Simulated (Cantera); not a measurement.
## Low-pressure radical oxidation in H2/O2

A perfectly stirred reactor is fed with H₂ : O₂ = 0.21 : 1 (molar parts), equivalence ratio 0.10, at 4.50 Torr; it is held at 1175 K, and followed from long to short residence time.

Model: the H2/O2 subset of GRI-Mech 3.0, which has no nitrogen chemistry, integrated in Cantera. Radical loss at walls, strong at low pressure, is not modelled. The temperature is held fixed by assumption; the heat of reaction is taken as removed at once.

| τ (s) | x H₂ | x O₂ | x OH | x H | x O |
|---|---|---|---|---|---|
| 0.95 | 0.00129 | 0.800 | 0.00322 | 0.00242 | 0.00815 |
| 0.55 | 0.00179 | 0.797 | 0.00382 | 0.00405 | 0.0114 |
| 0.32 | 0.00246 | 0.791 | 0.00450 | 0.00664 | 0.0158 |
| 0.18 | 0.00340 | 0.784 | 0.00529 | 0.0109 | 0.0219 |
| 0.11 | 0.00441 | 0.776 | 0.00599 | 0.0161 | 0.0283 |
| 0.061 | 0.00586 | 0.766 | 0.00682 | 0.0242 | 0.0367 |
| 0.035 | 0.00748 | 0.755 | 0.00753 | 0.0329 | 0.0445 |
| 0.020 | 0.00946 | 0.747 | 0.00819 | 0.0414 | 0.0506 |
| 0.012 | 0.0119 | 0.741 | 0.00878 | 0.0479 | 0.0538 |
| 0.0067 | 0.0158 | 0.739 | 0.00948 | 0.0531 | 0.0544 |
x: mole fraction; the columns are a selection and need not sum to one.
